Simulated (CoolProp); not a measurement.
Vapour-liquid equilibrium of n-pentane (1) + benzene (2) at 299.8 K; x and y are mole fractions of (1).

Values from CoolProp's multi-fluid Helmholtz-energy mixture model, Thol 2019 and Thol 2012; pair parameters Bell 2016.

Problem. Give the bubble pressure and the first vapour's composition at x = 0.25, 0.65, 0.85. Is there an azeotrope?

Solution. x = 0.25: 0.3666 bar, y = 0.702; x = 0.65: 0.5666 bar, y = 0.885; x = 0.85: 0.6556 bar, y = 0.949. No azeotrope shows between x = 0.05 and 0.95.

Pair parameters are fitted to limited data, so mixtures are less certain than the pure fluids.
